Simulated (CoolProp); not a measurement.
1,2-dichloroethane along the isobar 43.3 bar: Z from the reference equation and from simpler models built on Tc = 561.6 K, pc = 52.26 bar, ω = 0.269; each cubic takes its own stable root.

Computed with CoolProp (reference Helmholtz-energy equation of state, Thol 2015).

| T (K) | phase | reference | van der Waals | Redlich-Kwong | Soave-Redlich-Kwong | Peng-Robinson |
|---|---|---|---|---|---|---|
| 264.1 | liquid | 0.1505 | 0.2618 | 0.1770 | 0.1738 | 0.1548 |
| 285.5 | liquid | 0.1424 | 0.2468 | 0.1674 | 0.1638 | 0.1457 |
| 307 | liquid | 0.1357 | 0.2343 | 0.1594 | 0.1555 | 0.1382 |
| 328.4 | liquid | 0.1301 | 0.2238 | 0.1529 | 0.1487 | 0.1320 |
| 349.9 | liquid | 0.1255 | 0.2151 | 0.1477 | 0.1432 | 0.1269 |
| 371.3 | liquid | 0.1217 | 0.2079 | 0.1437 | 0.1388 | 0.1229 |
| 392.8 | liquid | 0.1188 | 0.2022 | 0.1407 | 0.1355 | 0.1199 |
| 414.2 | liquid | 0.1165 | 0.1978 | 0.1387 | 0.1332 | 0.1178 |
| 435.7 | liquid | 0.1151 | 0.1949 | 0.1380 | 0.1321 | 0.1167 |
| 457.1 | liquid | 0.1145 | 0.1935 | 0.1385 | 0.1324 | 0.1169 |
| 478.6 | liquid | 0.1148 | 0.1942 | 0.1408 | 0.1343 | 0.1187 |
| 500 | liquid | 0.1165 | 0.1979 | 0.1458 | 0.1389 | 0.1228 |
